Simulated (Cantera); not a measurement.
Feed: 1 mol SiCl₄, 12 mol N₂, held at 1273 K and 5.50 Pa.

Cantera equilibrium calculation (NASA polynomials, part measured and part estimated; ideal gas, pure solids and liquids). Candidate condensed phases: Si, Si₃N₄; 13 gas species. The tables' values for SiCl₃ are old estimates; treat these amounts as uncertain. Kinetics and transport are ignored.

Base state: N₂ 0.920, SiCl₄ 0.0736, Cl 0.00355, SiCl₃ 0.00247, SiCl₂ 0.000545 (mole fractions); condensed: gas only.

Question: What changes in the equilibrium state with this change: SiCl₄ replaced by SiHCl₃?

Answer: 
```json
[
 {"species": "N₂", "before": "0.920", "after": "0.862"},
 {"species": "HCl", "before": "0", "after": "0.0623"},
 {"species": "SiCl₂", "before": "0.000545", "after": "0.0612"},
 {"species": "SiCl₄", "before": "0.0736", "after": "0.00351"},
 {"species": "H₂", "before": "0", "after": "0.00484"},
 {"species": "SiHCl₃", "before": "0", "after": "1.09e-5"},
 {"species": "Cl", "before": "0.00355", "after": "7.31e-5"},
 {"species": "Si₃N₄(s), mol", "before": "0", "after": "0.00724"}
]
```
N₂ is the only nitrogen source here; it is nearly inert below about 1500 K, so the nitride shown seldom forms there in practice. Further candidate phases: NH₄Cl.
